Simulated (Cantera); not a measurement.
Predominance diagram of Mg at 902 °C against the partial pressures of O₂ and Br₂ (log10, bar). Source: NASA polynomial tables (part measured, part estimated), evaluated in Cantera. Candidates: Mg(l), MgBr₂(l), MgO(s). Only these pure phases compete in this equilibrium. Not in the tables: oxide halides.

```
log p(Br₂) \ log p(O₂)
        columns: -37, -35.2, -33.3, -31.4, -29.6, -27.8, -25.9, -24, -22.2, -20.3, -18.5, -16.6, -14.8, -13, -11.1, -9.2, -7.4, -5.5, -3.7, -1.9, 0
      0  A A A A A A A A A A A A A A A A B B B B B
     -2  A A A A A A A A A A A A A A B B B B B B B
     -4  A A A A A A A A A A A A B B B B B B B B B
     -6  A A A A A A A A A A B B B B B B B B B B B
     -8  A A A A A A A B B B B B B B B B B B B B B
    -10  A A A A A B B B B B B B B B B B B B B B B
    -12  A A A B B B B B B B B B B B B B B B B B B
    -14  A B B B B B B B B B B B B B B B B B B B B
    -16  B B B B B B B B B B B B B B B B B B B B B
    -18  B B B B B B B B B B B B B B B B B B B B B
    -20  B B B B B B B B B B B B B B B B B B B B B
```

A: MgBr₂(l); B: MgO(s).
